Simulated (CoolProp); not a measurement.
Properties of propylene at several states.

Computed with CoolProp (reference Helmholtz-energy equation of state, Lemmon 2013).

```json
[
 {"T (°C)": "-131.05", "p (MPa)": "0.64", "phase": "liquid", "cp (kJ/(kg K))": "2.067", "speed of sound (m/s)": "1718", "expansivity (1/kK)": "1.575", "Prandtl number": "8.73", "fugacity coefficient": "0.0002501"},
 {"T (°C)": "-57.35", "p (MPa)": "0.897", "phase": "liquid", "cp (kJ/(kg K))": "2.153", "speed of sound (m/s)": "1255", "expansivity (1/kK)": "1.933", "Prandtl number": "3.16", "fugacity coefficient": "0.07136"},
 {"T (°C)": "292.55", "p (MPa)": "3.23", "phase": "gas", "cp (kJ/(kg K))": "2.555", "speed of sound (m/s)": "336.1", "expansivity (1/kK)": "2.179", "Prandtl number": "0.747", "fugacity coefficient": "0.9487"},
 {"T (°C)": "-159.85", "p (MPa)": "0.0592", "phase": "liquid", "cp (kJ/(kg K))": "2.108", "speed of sound (m/s)": "1881", "expansivity (1/kK)": "1.537", "Prandtl number": "23.3", "fugacity coefficient": "1.977e-5"},
 {"T (°C)": "114.55", "p (MPa)": "1.78", "phase": "gas", "cp (kJ/(kg K))": "2.049", "speed of sound (m/s)": "265.7", "expansivity (1/kK)": "3.832", "Prandtl number": "0.804", "fugacity coefficient": "0.8922"},
 {"T (°C)": "117.85", "p (MPa)": "1.17", "phase": "gas", "cp (kJ/(kg K))": "1.980", "speed of sound (m/s)": "276.9", "expansivity (1/kK)": "3.254", "Prandtl number": "0.779", "fugacity coefficient": "0.9305"}
]
```

Viscosity comes from a separate model (Huber 2003), an estimate that may be off by 10 % or more. Thermal conductivity comes from a separate model (Huber 2003), an estimate that may be off by 10 % or more.
